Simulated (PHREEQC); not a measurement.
1 kg of water holding 4.9 mmol/kgw NaCl, 8.1 mmol/kgw Na2SO4, 19 mmol/kgw KCl and 180 mmol/kgw Na2CO3 is evaporated at 25 °C; the solids stay in contact with the brine. The system is closed to CO2. The run lets Arcanite, Burkeite, Glaserite, Halite, Kalicinite, Mirabilite, Misenite, Nahcolite, Natron, Sylvite, Thenardite, Trona precipitate or redissolve, and no other solid.

The series has 18 steps of water left (kg), from 1 to 0.009199.

All values are PHREEQC results (Pitzer model, pitzer.dat), not measurements.

Which solids form, in which order, and at which step of the series does each first stand?

Natron from water left = 0.0639 kg (pH 12.01); Burkeite from water left = 0.009199 kg (pH 12.11); Glaserite from water left = 0.009199 kg (pH 12.11).

Complexes and solids missing from the database can't appear.
